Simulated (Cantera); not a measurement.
A closed system holds: 1 mol SiCl4, 0.35 mol Cl2, 55 mol H2, at 101000 Pa.

Cantera equilibrium calculation (NASA polynomials, part measured and part estimated; ideal gas, pure solids and liquids). Candidate condensed phases: Si; 19 gas species. Gases not in the tables: Si2H6 and higher silanes. The numbers say what is thermodynamically allowed, not how fast it happens.

Which condensed phases are stable at each of these points (T (K)): 973, 1073, 1173, 1273, 1373, 1473, 1573, 1673?


```
T (K)  condensed phases  Si condensed (%)
-----  ----------------  ----------------
973            gas only               0.0
1073           gas only               0.0
1173           gas only               0.0
1273              Si(s)               8.9
1373              Si(s)              20.2
1473              Si(s)              25.6
1573              Si(s)              26.8
1673              Si(s)              26.2
```

From 973 K to 1173 K nothing is condensed. From 1273 K to 1673 K the condensed part is Si(s).
